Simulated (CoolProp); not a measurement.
Vapour-liquid equilibrium of carbon dioxide (1) + R143a (2) at -18.35 °C; x and y are mole fractions of (1).

Model: multi-fluid Helmholtz-energy mixture model, Span 1996 and Lemmon and Jacobsen 2000; pair parameters Bell 2016, in CoolProp.

| x | bubble pressure (bar) | y at the bubble point | dew pressure at overall composition x (bar) | liquid density (mol/L) |
|---|---|---|---|---|
| 0.05 | 4.045 | 0.196 | 3.503 | 13.20 |
| 0.15 | 5.687 | 0.471 | 3.856 | 13.86 |
| 0.25 | 7.543 | 0.636 | 4.286 | 14.56 |
| 0.35 | 9.469 | 0.739 | 4.824 | 15.33 |
| 0.45 | 11.36 | 0.807 | 5.517 | 16.16 |
| 0.55 | 13.15 | 0.855 | 6.445 | 17.09 |
| 0.65 | 14.85 | 0.892 | 7.754 | 18.12 |
| 0.75 | 16.48 | 0.924 | 9.733 | 19.31 |
| 0.85 | 18.12 | 0.953 | 12.94 | 20.69 |
| 0.95 | 19.82 | 0.984 | 17.93 | 22.33 |

No azeotrope shows between x = 0.05 and 0.95.

The pair parameters rest on a limited set of measurements; away from them the model extrapolates. The gap from Raoult's law changes sign with composition, which may be real or a fault of the pair parameters; it wasn't checked against measurements.
